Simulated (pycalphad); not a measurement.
An equivalent pycalphad script:

```python
from pycalphad import Database, equilibrium, calculate, variables as v
import numpy as np
db = Database('COST507.tdb')
comps = ['TI', 'HF', 'B', 'VA']
phases = ['B2M', 'B2TI', 'B4M3', 'B4TI3', 'BCC_A2', 'BETA_RHOMBO_B', 'BM', 'BTI', 'HCP_A3', 'LIQUID']
eq = equilibrium(db, comps, phases, {v.X('HF'): 0.099, v.X('B'): 0.0885, v.T: np.arange(3850, 499, -100), v.P: 101325, v.N: 1}, output=['HM', 'SM'])
```

Source of the numbers: pycalphad with the COST 507 light-alloy database (1999); pressure 1 atm. No gas phase is included, though pure Ti would boil below 3850 K. The data set is of 1999 and partly superseded. Phase fractions are per mole of atoms. Kinetics are ignored, which matters at the lower temperatures.

Results at three of the temperatures:

```
T = 3450.00 K, P = 101325 Pa, N = 1 mol of atoms
G = -312042 J/mol, H = 127274 J/mol, S = 127.34 J/(mol K)  (SER reference)
chemical potentials (J/mol): Ti -297496, Hf -402374, B -344537
phase             fraction      x(Ti)      x(Hf)       x(B)
LIQUID              1.0000     0.8125     0.0990     0.0885
```

```
T = 1350.00 K, P = 101325 Pa, N = 1 mol of atoms
G = -85886 J/mol, H = 20606 J/mol, S = 78.88 J/(mol K)  (SER reference)
chemical potentials (J/mol): Ti -71701, Hf -112714, B -186100
phase             fraction      x(Ti)      x(Hf)       x(B)
BCC_A2              0.8251     0.8809     0.1178     0.0013
BM                  0.1749     0.4897     0.0103     0.5000
```

```
T = 1150.00 K, P = 101325 Pa, N = 1 mol of atoms
G = -70581 J/mol, H = 14604 J/mol, S = 74.07 J/(mol K)  (SER reference)
chemical potentials (J/mol): Ti -56233, Hf -89981, B -180604
phase             fraction      x(Ti)      x(Hf)       x(B)
BCC_A2              0.8244     0.8808     0.1184   0.000821
BM                  0.1756     0.4919     0.0081     0.5000
```

Changes of the phase set, refined by bisection:

```csv
T (K),phases above,phases below
1846.9,LIQUID,BM + LIQUID
1818.0,BM + LIQUID,BCC_A2 + BM + LIQUID
1817.7,BCC_A2 + BM + LIQUID,BCC_A2 + BM
1086.9,BCC_A2 + BM,BCC_A2 + BM + HCP_A3
1080.8,BCC_A2 + BM + HCP_A3,BM + HCP_A3
```

Database names, with the compositions (at.%) that they take in these runs: BM: Ti 49 B 50 Hf 0. BCC_A2 is bcc; HCP_A3 is hcp.
